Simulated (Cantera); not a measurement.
## Sublimation and decomposition of ceramics: ZrN + N2

Charge: 1 mol ZrN, 5.6 mol N2.

Equilibrium computed with Cantera from the NASA thermochemical tables; the gas is ideal and each condensed phase is pure. Candidate condensed phases: Zr, ZrN; 4 gas species. ZrN: taken at fixed stoichiometry. Rates play no part.

Stable condensed phases:

```
T in °C \ P in Pa
               1     5.6      32     180    1000    5600   32000  180000 1000000
   2677        A       A       A       B       B       B       B       B       B
   2602        A       A       A       B       B       B       B       B       B
   2527        A       A       B       B       B       B       B       B       B
   2452        A       A       B       B       B       B       B       B       B
   2377        A       A       B       B       B       B       B       B       B
   2302        A       B       B       B       B       B       B       B       B
   2227        A       B       B       B       B       B       B       B       B
   2152        B       B       B       B       B       B       B       B       B
   2077        B       B       B       B       B       B       B       B       B
   2002        B       B       B       B       B       B       B       B       B
```

A: gas only; B: ZrN.
